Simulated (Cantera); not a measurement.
Charge: 1 mol BN, 20 mol O2, 43 mol H2, 69 mol HCl, at 1.33 mbar.

Cantera equilibrium calculation (NASA polynomials, part measured and part estimated; ideal gas, pure solids and liquids). Candidate condensed phases: B, BN, B2O3, B3O3H3, H2O, NH4Cl; 49 gas species. Gases not in the tables: H3BO3. Equilibrium is a limit: real reactors are often held back by kinetics, nucleation or transport.

**Question.** Which condensed phases are stable at each of these points (T (K)): 925, 1075, 1225, 1375, 1525, 1675, 1825, 1975?

**Answer.** 
```json
[
 {"T (K)": "925", "condensed phases": "B2O3(l)", "B condensed (%)": "88.9"},
 {"T (K)": "1075", "condensed phases": "B2O3(l)", "B condensed (%)": "75.0"},
 {"T (K)": "1225", "condensed phases": "gas only", "B condensed (%)": "0.0"},
 {"T (K)": "1375", "condensed phases": "gas only", "B condensed (%)": "0.0"},
 {"T (K)": "1525", "condensed phases": "gas only", "B condensed (%)": "0.0"},
 {"T (K)": "1675", "condensed phases": "gas only", "B condensed (%)": "0.0"},
 {"T (K)": "1825", "condensed phases": "gas only", "B condensed (%)": "0.0"},
 {"T (K)": "1975", "condensed phases": "gas only", "B condensed (%)": "0.0"}
]
```

From 925 K to 1075 K the condensed part is B2O3(l). From 1225 K to 1975 K nothing is condensed.
